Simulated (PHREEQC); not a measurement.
Solution (25 °C): 3.7 mmol/kgw H2SO4, 20 mmol/kgw ZnSO4 and 99 mmol/kgw MgCl2. Closed to the air; pH follows from the charge balance.

All values are PHREEQC results (ion-association model, phreeqc.dat), not measurements.

Q: The ionic strength comes out as 0.325 mol/kgw. What activity coefficients do Zn+2, H+, Zn(SO4)2-2, Mg+2, ZnCl4-2 get?

A: Zn+2 0.25, H+ 0.78, Zn(SO4)2-2 0.29, Mg+2 0.31, ZnCl4-2 0.25.

No solid was allowed to form. Species that the database lacks are ignored.
